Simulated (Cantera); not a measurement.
## Transport properties of process gases

Gas mixture: 24.9 % C2H6, 30.1 % CH3OH, 45.1 % C2H4, at 260 Pa, frozen composition.

Cantera's kinetic-theory transport with the Lennard-Jones parameters of GRI-Mech 3.0, ideal gas; thermal conductivity in the mixture-averaged form. Polar gases are described roughly by these parameters.

| T (K) | ρ (kg/m³) | cp (J/kg/K) | μ (µPa s) | λ (mW/m/K) | Pr | D (cm²/s) H | D (cm²/s) CO2 | D (cm²/s) O |
|---|---|---|---|---|---|---|---|---|
| 400 | 0.00233 | 1861 | 13.0 | 32.4 | 0.748 | 590 | 75.6 | 160 |
| 500 | 0.00186 | 2195 | 16.0 | 46.9 | 0.749 | 889 | 115 | 238 |
| 600 | 0.00155 | 2502 | 18.9 | 62.6 | 0.753 | 1230 | 162 | 327 |
| 700 | 0.00133 | 2764 | 21.5 | 78.8 | 0.754 | 1620 | 214 | 427 |
| 800 | 0.00116 | 2980 | 24.0 | 95.0 | 0.752 | 2050 | 271 | 537 |
| 900 | 0.00103 | 3166 | 26.4 | 111 | 0.750 | 2510 | 334 | 656 |
D: mixture-averaged diffusion coefficient of that species in the mixture.
